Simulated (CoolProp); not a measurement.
500 sccm (0 °C, 1 atm) of nitrogen bubbles through liquid R1336mzz(Z) at 285.3 K and leaves saturated at a total pressure of 0.15 MPa (ideal gas phase). Each further row changes one setting.

Model: reference Helmholtz-energy equation of state, McLinden 2020, in CoolProp.

| case | vapour pressure (kPa) | mole fraction of vapour | delivery (mg/min) | delivery (sccm) | change of delivery for a bath 1 K warmer (%) |
|---|---|---|---|---|---|
| as stated | 43.3 | 0.288 | 1480 | 203 | 6.3 |
| bath temperature 290.3 K | ? | 0.357 | 2030 | 278 | 6.8 |
| total pressure 0.3 MPa | 43.3 | 0.144 | ? | ? | 5.2 |

### Question
What belongs in the gaps?

### Answer

- bath temperature 290.3 K, vapour pressure (kPa): 53.5
- total pressure 0.3 MPa, delivery (mg/min): 617
- total pressure 0.3 MPa, delivery (sccm): 84.2
